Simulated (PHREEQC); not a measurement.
Consider water at 20 °C with 0.016 mol NH3 and 0.35 mol (CH3)4NCl per kg of water. Closed to the air; pH follows from the charge balance.

Computed with PHREEQC (ion-association model, phreeqc.dat).

```
Item                      Result
-----------------  -------------
pH                         10.90
ionic strength     0.351 mol/kgw
activity of water          0.988
total alkalinity     16.0 meq/kg
```

| species | molality | activity | log γ |
|---|---|---|---|
| Cl- | 0.350 | 0.237 | -0.170 |
| (CH3)4N+ | 0.350 | 0.237 | -0.169 |
| NH3 | 0.0152 | 0.0165 | 0.035 |
| OH- | 0.000819 | 0.000543 | -0.178 |
| NH4+ | 0.000819 | 0.000515 | -0.202 |

This is a speciation only: nothing precipitates in the calculation. (CH3)4N+ isn't in the database: it is added as a free cation with an ion size of 4 Å.
